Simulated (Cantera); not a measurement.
Input (Python, Cantera):

```python
import numpy as np
import cantera as ct

gas = ct.Solution("gri30.yaml")
gas.TPX = 1650, 310000, {'CO': 1, 'H2': 0.14, 'O2': 1.54, 'N2': 5.79}
reactor = ct.IdealGasReactor(gas, energy="on", clone=False)
net = ct.ReactorNet([reactor])
net.rtol, net.atol = 1e-08, 1e-16
show = ['CO', 'H2', 'O2', 'HO2', 'H']
times = np.geomspace(1e-06, 0.3, 10)

steps = ct.SolutionArray(gas, extra=["t"])
rows = []
print(f"{'t/s':>10s}{'T/K':>9s}{'P/Pa':>11s}" + "".join(f"{s:>11s}" for s in show))
for t in times:
    while net.time < t:
        t_next = net.step()
        steps.append(gas.state, t=t_next)
    rows.append([np.interp(t, steps.t, y) for y in (steps.T, steps.P, *steps(*show).X.T)])
    print(f"{t:10.3e}{rows[-1][0]:9.1f}{rows[-1][1]:11.4g}" + "".join(f"{x:11.3e}" for x in rows[-1][2:]))
rate = np.gradient(steps.T, steps.t)
print("integrator steps:", len(steps.t))
if steps.T.max() > steps.T[0] + 200:
    print(f"time of steepest temperature rise: {steps.t[rate.argmax()]:.4e} s")
gas.TPX = 1650, 310000, {'CO': 1, 'H2': 0.14, 'O2': 1.54, 'N2': 5.79}
gas.equilibrate("UV")
print(f"equilibrium (UV): T = {gas.T:.1f} K  " + "  ".join(f"{s} {gas[s].X[0]:.3e}" for s in show))
```

Output:

```
       t/s      T/K       P/Pa         CO         H2         O2        HO2          H
 1.000e-06   1650.0    3.1e+05  1.181e-01  1.653e-02  1.818e-01  3.058e-07  5.137e-07
 4.060e-06   1650.1    3.1e+05  1.180e-01  1.636e-02  1.816e-01  8.017e-06  5.546e-05
 1.649e-05   1889.5  3.508e+05  7.961e-02  7.707e-04  1.445e-01  3.358e-05  4.516e-03
 6.694e-05   2501.8  4.486e+05  2.676e-02  5.117e-04  1.258e-01  7.737e-06  1.376e-03
 2.718e-04   2681.3  4.753e+05  1.360e-02  2.600e-04  1.226e-01  8.256e-06  4.038e-04
 1.104e-03   2669.2  4.728e+05  1.290e-02  2.494e-04  1.186e-01  7.873e-06  3.706e-04
 4.481e-03   2654.0  4.698e+05  1.231e-02  2.407e-04  1.143e-01  7.423e-06  3.434e-04
 1.820e-02   2652.5  4.695e+05  1.226e-02  2.399e-04  1.139e-01  7.380e-06  3.409e-04
 7.388e-02   2652.5  4.695e+05  1.226e-02  2.399e-04  1.139e-01  7.380e-06  3.409e-04
 3.000e-01   2652.5  4.695e+05  1.226e-02  2.399e-04  1.139e-01  7.380e-06  3.409e-04
integrator steps: 1287
time of steepest temperature rise: 9.1176e-06 s
equilibrium (UV): T = 2652.5 K  CO 1.226e-02  H2 2.399e-04  O2 1.139e-01  HO2 7.380e-06  H 3.409e-04
```

Cantera simulation using GRI-Mech 3.0 (53 species, 325 reactions); the numbers are that mechanism's predictions, not measurements. The hydrogen kinetics of GRI-Mech 3.0 are dated; newer H2 mechanisms differ, most at raised pressure.
